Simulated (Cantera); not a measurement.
# Cu2O + CH4 + N2 + C (carbothermic reduction)

Input: 1 mol Cu2O, 1.6 mol CH4, 5.4 mol N2, 0.38 mol C, equilibrated at 1373 K and 1.00 bar.

Cantera equilibrium calculation (NASA polynomials, part measured and part estimated; ideal gas, pure solids and liquids). Candidate condensed phases: C, C6H6, C7H8, C8H18, Cu, CuO, Cu(OH)2, Cu2O, H2O; 139 gas species. Rates play no part.

| Quantity | Value |
|---|---|
| x(N2) | 0.563 |
| x(H2) | 0.332 |
| x(CO) | 0.104 |
| x(CH4) | 0.000556 |
| x(HCN) | 0.000172 |
| x(H2O) | 0.000162 |
| x(CO2) | 2.46e-5 |
| x(NH3) | 1.35e-5 |
| x(H) | 1.92e-6 |
| n(C(graphite)) | 0.975 mol |
| n(Cu(l)) | 2.00 mol |
| gas amount | 9.593 mol |
| log10 activity of Cu(OH)2(s) (absent) | -15.93 |
